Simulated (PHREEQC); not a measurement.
A made-up water analysis in mmol/kgw, 25 °C, pH 6.91: Na 69.5; K 10.7; Ca 10; Mg 5.41; Cl 86.6; S(6) 11.2; Alkalinity (meq/kgw) 3.38e-06.

Cl is adjusted to close the charge balance.
Valence states are taken as typed.

The numbers come from PHREEQC with the Pitzer model, pitzer.dat.

This is a speciation only: nothing precipitates in the calculation.

Estimate the specific conductance, density, osmotic coefficient.

specific conductance 11300 µS/cm; density 1.002 g/cm³; osmotic coefficient 0.892.

In which forms is C present?

HCO3- 82 %, CO2 18 % of the C.
